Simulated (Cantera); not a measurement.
A Cantera script and its output.

```python
import numpy as np
import cantera as ct

gas = ct.Solution("gri30.yaml")
gas.TPX = 2100, 100000, {'CH4': 1, 'H2O': 0.61, 'H2': 0.68}
inlet = ct.Reservoir(gas, clone=True)

reactor = ct.IdealGasConstPressureReactor(gas, energy="off", clone=False)
exhaust = ct.Reservoir(gas, clone=True)
tau = [0.41, 0.22, 0.12, 0.063, 0.034, 0.018, 0.0097, 0.0052][0]
for a, b in ((inlet, reactor), (reactor, exhaust)):
    ct.MassFlowController(a, b, mdot=lambda t: reactor.mass / tau)
net = ct.ReactorNet([reactor])
show = ['CH4', 'H2O', 'H2', 'O2', 'C2H2', 'C2H6']

rows = []
print(f"{'tau/s':>10s}{'T/K':>9s}" + "".join(f"{s:>11s}" for s in show))
for tau in [0.41, 0.22, 0.12, 0.063, 0.034, 0.018, 0.0097, 0.0052]:
    net.initial_time = 0.0
    net.advance(30 * tau)
    before = gas.X
    net.advance(40 * tau)
    drift = np.max(np.abs(gas.X - before) / (gas.X + 1e-9))
    rows.append([gas.T, *gas[show].X, drift])
    print(f"{tau:10.3e}{gas.T:9.1f}" + "".join(f"{x:11.3e}" for x in gas[show].X))
```

Result:

```
     tau/s      T/K        CH4        H2O         H2         O2       C2H2       C2H6
 4.100e-01   2100.0  4.360e-03  6.304e-03  7.834e-01  1.546e-11  5.127e-02  3.160e-07
 2.200e-01   2100.0  5.747e-03  1.086e-02  7.792e-01  4.544e-11  5.318e-02  5.408e-07
 1.200e-01   2100.0  7.559e-03  1.776e-02  7.731e-01  1.200e-10  5.623e-02  9.284e-07
 6.300e-02   2100.0  1.013e-02  2.858e-02  7.637e-01  3.040e-10  6.110e-02  1.661e-06
 3.400e-02   2100.0  1.339e-02  4.281e-02  7.513e-01  6.645e-10  6.752e-02  2.905e-06
 1.800e-02   2100.0  1.783e-02  6.156e-02  7.349e-01  1.329e-09  7.583e-02  5.166e-06
 9.700e-03   2100.0  2.356e-02  8.317e-02  7.154e-01  2.342e-09  8.501e-02  9.038e-06
 5.200e-03   2100.0  3.126e-02  1.070e-01  6.929e-01  3.734e-09  9.430e-02  1.591e-05
```

Model: GRI-Mech 3.0 (53 species, 325 reactions), integrated in Cantera. GRI-Mech 3.0 stops at C3 and has no aromatics, soot or wall deposition, so with more carbon than oxygen in the feed, carbon stays in small species such as C2H2 where larger ones or solid carbon would form.
